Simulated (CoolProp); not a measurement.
Vapour-liquid equilibrium of o-xylene (1) + n-decane (2) at 474.8 K; x and y are mole fractions of (1).

Values from CoolProp's multi-fluid Helmholtz-energy mixture model, Zhou 2012 and Lemmon 2006; pair parameters Bell 2016.

```csv
x,"bubble pressure, mixture model (kPa)","bubble pressure, Raoult's law (kPa)","y, mixture model","y, Raoult's law"
0.05,202.7,203.4,0.085,0.092
0.15,219.7,221.4,0.238,0.254
0.25,237.1,239.4,0.372,0.391
0.35,254.8,257.4,0.489,0.509
0.45,272.7,275.4,0.593,0.612
0.55,290.8,293.5,0.686,0.702
0.65,309.1,311.5,0.768,0.782
0.75,327.6,329.5,0.843,0.853
0.85,346.3,347.5,0.910,0.916
0.95,365.1,365.5,0.971,0.973
```

The largest gap from Raoult's law is -1.0 % in bubble pressure, at x = 0.35. No azeotrope shows between x = 0.05 and 0.95.

The pair parameters rest on a limited set of measurements; away from them the model extrapolates.
